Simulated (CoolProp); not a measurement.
c-C4F8 (RC318) along the isotherm 390.9 K: Z from the reference equation and from simpler models built on Tc = 388.4 K, pc = 2.778 MPa, ω = 0.355; each cubic takes its own stable root.

Values from CoolProp's reference Helmholtz-energy equation of state, Platzer 1990. This equation is an older, rougher fit; its heat capacities, sound speeds and derivatives of the liquid may be far off and weren't checked against measurements.

```tsv
p (MPa)	phase	reference	van der Waals	Redlich-Kwong	Soave-Redlich-Kwong	Peng-Robinson
0.631	gas	0.9224	0.9295	0.9200	0.9204	0.9120
1.26	gas	0.8330	0.8485	0.8298	0.8307	0.8145
1.89	gas	0.7233	0.7488	0.7214	0.7233	0.7002
2.53	gas	0.5620	0.6003	0.5667	0.5715	0.5434
3.16	supercritical	0.2239	0.3092	0.2682	0.2740	0.2500
3.79	supercritical	0.2385	0.3316	0.2793	0.2820	0.2553
4.42	supercritical	0.2642	0.3651	0.3033	0.3054	0.2758
5.05	supercritical	0.2919	0.4009	0.3301	0.3319	0.2992
5.68	supercritical	0.3201	0.4374	0.3576	0.3593	0.3236
6.31	supercritical	0.3484	0.4741	0.3854	0.3869	0.3483
6.94	supercritical	0.3767	0.5108	0.4131	0.4146	0.3730
```
